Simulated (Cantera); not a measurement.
Cantera run:

```python
import numpy as np
import cantera as ct

gas_names = """
    C CH CH2 CH3 CH2OH CH3O CH4 CH3OH CO CO2 COOH C2 C2H CHCO,ketyl C2H2,acetylene C2H2,vinylidene
    CH2CO,ketene C2H3,vinyl CH3CO,acetyl C2H4 C2H4O,ethylen CH3CHO,ethanal CH3COOH (HCOOH)2 C2H5 C2H6
    CH3OCH3 C2H5OH C2O C3 C3H3,propargyl C3H4,allene C3H4,propyne C3H4,cyclo- C3H5,allyl C3H6,propylene
    C3H6,cyclo- C3H6O C3H7,n-propyl C3H7,i-propyl C3H8 C3H8O,1propanol C3H8O,2propanol C3O2 C4 C4H2
    C4H4,1,3-cyclo- C4H6,butadiene C4H6,2-butyne C4H6,cyclo- C4H8,1-butene C4H8,cis2-buten
    C4H8,tr2-butene C4H8,isobutene C4H8,cyclo- (CH3COOH)2 C4H9,n-butyl C4H9,i-butyl C4H9,s-butyl
    C4H9,t-butyl C4H10,isobutane C4H10,n-butane C5 C5H6,1,3cyclo- C5H8,cyclo- C5H10,1-pentene
    C5H10,cyclo- C5H11,pentyl C5H11,t-pentyl C5H12,n-pentane C5H12,i-pentane CH3C(CH3)2CH3 C6H2
    C6H5,phenyl C6H5O,phenoxy C6H6 C6H5OH,phenol C6H10,cyclo- C6H12,1-hexene C6H12,cyclo- C6H13,n-hexyl
    C7H7,benzyl C7H8 C7H8O,cresol C7H14,1-heptene C7H15,n-heptyl C7H16,n-heptane C8H8,styrene
    C8H10,ethylbenz C8H16,1-octene C8H17,n-octyl C8H18,isooctane C8H18,n-octane C9H19,n-nonyl
    C10H8,naphthale C10H21,n-decyl C12H9,o-bipheny C12H10,bipheny H HCO HO2 H2 HCHO,formaldehy HCOOH H2O
    H2O2 O OH O2 O3
""".split()
cond_names = """
    C(gr) C6H6(L) C7H8(L) C8H18(L),n-octa H2O(s) H2O(L)
""".split()


def load(file, names, dense=False):
    # The tables refer to 1 bar. Condensed volumes are neglected.
    table = {s.name: s for s in ct.Species.list_from_file(file)}
    out = []
    for n in names:
        d = dict(table[n].input_data)
        d["thermo"] = dict(d["thermo"], **{"reference-pressure": 1e5})
        if dense:
            d["equation-of-state"] = {"model": "constant-volume", "density": "1e6 g/cm^3"}
        out.append(ct.Species.from_dict(d))
    return out


gas = ct.Solution(thermo="ideal-gas", species=load("nasa_gas.yaml", gas_names))
cond = {s.name: ct.Solution(thermo="fixed-stoichiometry", species=[s], name=s.name)
        for s in load("nasa_condensed.yaml", cond_names, dense=True)}
atoms = {
    'C': {'C': 1},
    'O2': {'O': 2},
    'H2': {'H': 2},
}
top_T = {'C(gr)': 4500}  # K; cautious upper limits of use, not melting points


def equilibrate(T, P, feed):
    n = {}
    for name, mol in feed.items():
        for a, k in atoms[name].items():
            n[a] = n.get(a, 0.0) + k * mol
    gas.TPX = T, P, n
    mass = sum(n.values()) * gas.mean_molecular_weight
    gas.equilibrate("TP")
    valid = [c for c in cond.values() if c.min_temp <= T <= top_T.get(c.name, c.max_temp)]
    mix = ct.Mixture([(gas, mass / gas.mean_molecular_weight)] + [(c, 0.0) for c in valid])
    mix.T, mix.P = T, P
    mix.equilibrate("TP", solver="vcs", rtol=1e-11, max_steps=5000)
    return mix


results = []
feed = {'C': 1, 'O2': 1.7, 'H2': 1.6}  # mol
T = 1075  # K
P = 46  # Pa
mix = equilibrate(T, P, feed)
results.append((T, P, feed, dict(zip(mix.species_names, mix.species_moles))))
x = sorted(zip(gas.X, gas.species_names), reverse=True)
print(f"T = {T:g} K  P = {P:g} Pa  gas = {mix.phase_moles(0):.4g} mol")
print("   x: " + "  ".join(f"{s} {v:.3e}" for v, s in x if v > 1e-06))
print("   condensed (mol): " + ("  ".join(f"{mix.phase(i).name} {mix.phase_moles(i):.4g}"
      for i in range(1, mix.n_phases) if mix.phase_moles(i) > 1e-12) or "none"))
```

Result:

```
T = 1075 K  P = 46 Pa  gas = 2.6 mol
   x: H2O 5.668e-01  CO2 3.562e-01  H2 4.855e-02  CO 2.837e-02
   condensed (mol): none
```

Cantera equilibrium calculation (NASA polynomials, part measured and part estimated; ideal gas, pure solids and liquids).
